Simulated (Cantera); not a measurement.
What does this Cantera script print?

```python
import numpy as np
import cantera as ct

gas_names = [...]  # 109 gases of nasa_gas.yaml made of C, Cl, H, Si
cond_names = """
    C(gr) C6H6(L) C7H8(L) C8H18(L),n-octa Si(cr) Si(L) SiC(b)
""".split()


# ... load() reads the species with a 1 bar reference pressure and builds the phases ...
atoms = {
    'SiHCl3': {'Si': 1, 'H': 1, 'CL': 3},
    'C2H2': {'C': 2, 'H': 2},
    'H2': {'H': 2},
}
top_T = {'C(gr)': 4500, 'SiC(b)': 3050}  # K; cautious upper limits of use, not melting points


# ... equilibrate(T, P, feed) seeds the gas with the atoms and calls Mixture.equilibrate('TP', solver="vcs", rtol=1e-11, max_steps=5000) ...
results = []
feed = {'SiHCl3': 1, 'C2H2': 0.18, 'H2': 770}  # mol
T = 1323.15  # K
P = 190  # Pa
mix = equilibrate(T, P, feed)
results.append((T, P, feed, dict(zip(mix.species_names, mix.species_moles))))
x = sorted(zip(gas.X, gas.species_names), reverse=True)
print(f"T = {T:g} K  P = {P:g} Pa  gas = {mix.phase_moles(0):.4g} mol")
print("   x: " + "  ".join(f"{s} {v:.3e}" for v, s in x if v > 1e-05))
print("   condensed (mol): " + ("  ".join(f"{mix.phase(i).name} {mix.phase_moles(i):.4g}"
      for i in range(1, mix.n_phases) if mix.phase_moles(i) > 1e-12) or "none"))
```

Output:

```
T = 1323.15 K  P = 190 Pa  gas = 772.2 mol
   x: H2 9.961e-01  HCL 3.805e-03  SiCL2 3.975e-05  H 3.640e-05
   condensed (mol): Si(cr) 0.6091  SiC(b) 0.36
```

Equilibrium computed with Cantera from the NASA thermochemical tables; the gas is ideal and each condensed phase is pure. Mutual solubility and eutectic melting of coexisting phases are not modelled.
